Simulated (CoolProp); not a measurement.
A Linde-Hampson liquefier for carbon monoxide: isothermal reversible compression at 280 K from 1 atm to 30 MPa, throttling to 1 atm, return gas leaving the recuperator 5 K below the feed. Each further row changes one setting.

The numbers come from the reference Helmholtz-energy equation of state, Lemmon 2006 in CoolProp. It is a short technical equation, of lower accuracy than the large ones.

| case | liquid yield per pass | compression work (kJ/kg of gas) |
|---|---|---|
| as stated | 0.113 | 472 |
| high pressure 60 MPa | 0.104 | 546 |
| warm-end temperature 310 K | 0.081 | 527 |
| warm-end gap 10 K | 0.101 | 472 |
